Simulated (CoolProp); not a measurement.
CH3F (R41) along the isotherm 346.6 K: fugacity coefficient from the reference equation and from simpler models built on Tc = 317.3 K, pc = 5906 kPa, ω = 0.200; each cubic takes its own stable root.

Values from CoolProp's reference Helmholtz-energy equation of state, Lemmon 2006. It is a short technical equation, of lower accuracy than the large ones.

```csv
p (kPa),phase,reference
328,gas,0.9837
656,gas,0.9676
984,gas,0.9517
1310,gas,0.9361
1640,gas,0.9204
1970,gas,0.9048
2300,gas,0.8894
2620,gas,0.8747
2950,gas,0.8596
```

**Question.** How far does each simpler model (van der Waals, Redlich-Kwong, Soave-Redlich-Kwong) lie from the reference over these 9 states: mean and median of the absolute difference, and the worst?

**Answer.** 
- van der Waals: mean 1.5 %, median 1.5 %, worst +2.6 % at 346.6 K and 2950 kPa
- Redlich-Kwong: mean 0.8 %, median 0.8 %, worst +1.5 % at 346.6 K and 2950 kPa
- Soave-Redlich-Kwong: mean 1.1 %, median 1.1 %, worst +2.0 % at 346.6 K and 2950 kPa
